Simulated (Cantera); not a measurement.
A counterflow diffusion flame at 1.20 bar, nozzles 20 mm apart: fuel side 100 % CH3OH at 475 K, oxidiser side 22.0 % O2, 78.0 % N2 at 700 K, fuel mass flux 1.2 times the oxidiser's; mixture-averaged transport, no radiation.

Detailed kinetics in Cantera: GRI-Mech 3.0 (53 species, 325 reactions). GRI-Mech 3.0 was tuned for natural gas; its chemistry of methanol as a main component is partial and can be far from experiment. GRI-Mech 3.0 has no aromatics or soot, which form on the fuel side of real flames. The maximum strain rate includes the flame's own expansion and is several times the mean.

x: mole fraction; the columns are a selection and need not sum to one.

```tsv
oxidiser flux (kg/m²/s)	max strain (1/s)	mean strain (1/s)	T max (K)	peak x OH	peak x H	peak x NO	peak x CO	peak x C2H2
0.3	206	43.7	2294	0.0126	0.00677	0.000255	0.198	0.000101
0.38	255	55.3	2270	0.0128	0.00735	0.000207	0.197	0.000120
0.48	315	69.9	2243	0.0129	0.00791	0.000165	0.196	0.000141
0.6	387	87.3	2214	0.0130	0.00847	0.000132	0.194	0.000164
0.76	[?]	111	2183	0.0130	0.00908	[?]	0.192	[?]
0.95	[?]	138	2154	0.0131	0.00967	[?]	0.190	[?]
1.2	733	175	2126	0.0131	0.0103	7.46e-5	0.189	0.000253
1.5	903	218	2099	0.0131	0.0110	6.45e-5	0.187	0.000288
1.9	1130	277	2066	0.0130	0.0116	5.50e-5	0.185	0.000326
```

### Question
Complete the blanks.

### Answer

- 0.76, max strain (1/s): 480
- 0.76, peak x NO: 0.000106
- 0.76, peak x C2H2: 0.000191
- 0.95, max strain (1/s): 590
- 0.95, peak x NO: 8.83e-5
- 0.95, peak x C2H2: 0.000219
